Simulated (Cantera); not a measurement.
Cantera run:

```python
import numpy as np
import cantera as ct

gas_names = [...]  # 151 gases of nasa_gas.yaml made of C, H, N, O, Si
cond_names = """
    C(gr) C6H6(L) C7H8(L) C8H18(L),n-octa H2O(s) H2O(L) Si(cr) Si(L) SiC(b) SiO2(Lqz) SiO2(hqz) SiO2(L)
    Si2N2O(s) Si3N4(a)
""".split()


# ... load() reads the species with a 1 bar reference pressure and builds the phases ...
atoms = {
    'Si3N4': {'Si': 3, 'N': 4},
    'CO2': {'C': 1, 'O': 2},
    'H2': {'H': 2},
}
top_T = {'C(gr)': 4500, 'SiC(b)': 3050, 'Si2N2O(s)': 2100, 'Si3N4(a)': 2400}  # K; cautious upper limits of use, not melting points


# ... equilibrate(T, P, feed) seeds the gas with the atoms and calls Mixture.equilibrate('TP', solver="vcs", rtol=1e-11, max_steps=5000) ...
results = []
feed = {'Si3N4': 1, 'CO2': 0.12, 'H2': 11}  # mol
P = 190000  # Pa
for T in [1300, 1350, 1400, 1450, 1500, 1550, 1600, 1650, 1700, 1750, 1800, 1850]:
    mix = equilibrate(T, P, feed)
    results.append((T, P, feed, dict(zip(mix.species_names, mix.species_moles))))
    x = sorted(zip(gas.X, gas.species_names), reverse=True)
    print(f"T = {T:g} K  P = {P:g} Pa  gas = {mix.phase_moles(0):.4g} mol")
    print("   x: " + "  ".join(f"{s} {v:.3e}" for v, s in x if v > 0.001))
    print("   condensed (mol): " + ("  ".join(f"{mix.phase(i).name} {mix.phase_moles(i):.4g}"
          for i in range(1, mix.n_phases) if mix.phase_moles(i) > 1e-12) or "none"))
```

Output:

```
T = 1300 K  P = 190000 Pa  gas = 10.96 mol
   x: H2 9.818e-01  CH4 1.093e-02  N2 7.283e-03
   condensed (mol): Si2N2O(s) 0.24  Si3N4(a) 0.84
T = 1350 K  P = 190000 Pa  gas = 10.96 mol
   x: H2 9.821e-01  CH4 1.056e-02  N2 7.274e-03
   condensed (mol): C(gr) 0.003749  Si2N2O(s) 0.24  Si3N4(a) 0.84
T = 1400 K  P = 190000 Pa  gas = 11.01 mol
   x: H2 9.829e-01  N2 9.088e-03  CH4 7.929e-03
   condensed (mol): C(gr) 0.001321  SiC(b) 0.03066  Si2N2O(s) 0.24  Si3N4(a) 0.8298
T = 1450 K  P = 190000 Pa  gas = 11.08 mol
   x: H2 9.841e-01  N2 1.152e-02  CH4 4.262e-03
   condensed (mol): SiC(b) 0.07201  Si2N2O(s) 0.24  Si3N4(a) 0.816
T = 1500 K  P = 190000 Pa  gas = 11.12 mol
   x: H2 9.849e-01  N2 1.283e-02  CH4 2.215e-03
   condensed (mol): SiC(b) 0.09459  Si2N2O(s) 0.2399  Si3N4(a) 0.8085
T = 1550 K  P = 190000 Pa  gas = 11.14 mol
   x: H2 9.852e-01  N2 1.351e-02  CH4 1.163e-03
   condensed (mol): SiC(b) 0.1063  Si2N2O(s) 0.2399  Si3N4(a) 0.8046
T = 1600 K  P = 190000 Pa  gas = 11.15 mol
   x: H2 9.854e-01  N2 1.385e-02
   condensed (mol): SiC(b) 0.1122  Si2N2O(s) 0.2398  Si3N4(a) 0.8027
T = 1650 K  P = 190000 Pa  gas = 11.15 mol
   x: H2 9.855e-01  N2 1.403e-02
   condensed (mol): SiC(b) 0.1153  Si2N2O(s) 0.2397  Si3N4(a) 0.8017
T = 1700 K  P = 190000 Pa  gas = 11.16 mol
   x: H2 9.855e-01  N2 1.413e-02
   condensed (mol): SiC(b) 0.1169  Si2N2O(s) 0.2395  Si3N4(a) 0.8013
T = 1750 K  P = 190000 Pa  gas = 11.16 mol
   x: H2 9.854e-01  N2 1.418e-02
   condensed (mol): SiC(b) 0.1177  Si2N2O(s) 0.2391  Si3N4(a) 0.8012
T = 1800 K  P = 190000 Pa  gas = 11.16 mol
   x: H2 9.852e-01  N2 1.423e-02
   condensed (mol): SiC(b) 0.1181  Si2N2O(s) 0.2381  Si3N4(a) 0.8014
T = 1850 K  P = 190000 Pa  gas = 11.17 mol
   x: H2 9.848e-01  N2 1.432e-02
   condensed (mol): SiC(b) 0.1183  Si2N2O(s) 0.2355  Si3N4(a) 0.8022
```

These are equilibrium values from Cantera (NASA tables, ideal gas, pure condensed phases), not measurements of a reactor. Mutual solubility and eutectic melting of coexisting phases are not modelled. Gases not in the tables: Si2H6 and higher silanes.
